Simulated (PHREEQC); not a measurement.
Make-up at 25 °C: 0.0033 mol HF, 0.0026 mol CsF and 0.011 mol H2SiF6 per kg of water. Closed to the air; pH follows from the charge balance.

Model: ion-association model, wateq4f.dat, run in PHREEQC.

| quantity | before | after |
|---|---|---|
| pH | 1.77 | 3.17 |
| ionic strength (mol/kgw) | 0.0328 | 0.0143 |
| HF (mol/kgw) | 0.00638 | 0.0121 |
| F- (mol/kgw) | 0.000303 | 0.0137 |
| H2F2 (mol/kgw) | 0.000107 | 0.000386 |
| HF2- (mol/kgw) | 7.47e-6 | 0.000641 |

What was changed between the two runs?
A. CsF replaced by NaHF2 at the same molality
B. CsF left out
C. HF from 0.0033 to 0.00297 mol/kgw
D. CsF replaced by CsI at the same molality
E. H2SiF6 replaced by NH4HF2 at the same molality

E, H2SiF6 replaced by NH4HF2 at the same molality

Precipitation was switched off in this run. Some of these states are supersaturated (in Quartz (slow to form), for instance). SiF6-2 is the database's only silicon fluoride.
